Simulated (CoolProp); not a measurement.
Computed with CoolProp (reference Helmholtz-energy equation of state, Lemmon 2005).

**Question.** For R125, give the phase and the conductivity (mW/(m K)), Prandtl number at -95.65 °C and 452 kPa; -95.65 °C and 678 kPa; -95.65 °C and 1240 kPa.

**Answer.** 
- -95.65 °C and 452 kPa: liquid; conductivity 114, Prandtl number 9.32
- -95.65 °C and 678 kPa: liquid; conductivity 114, Prandtl number 9.34
- -95.65 °C and 1240 kPa: liquid; conductivity 114, Prandtl number 9.39

Viscosity comes from a separate model (Huber 2006). Thermal conductivity comes from a separate model (Perkins 2006).
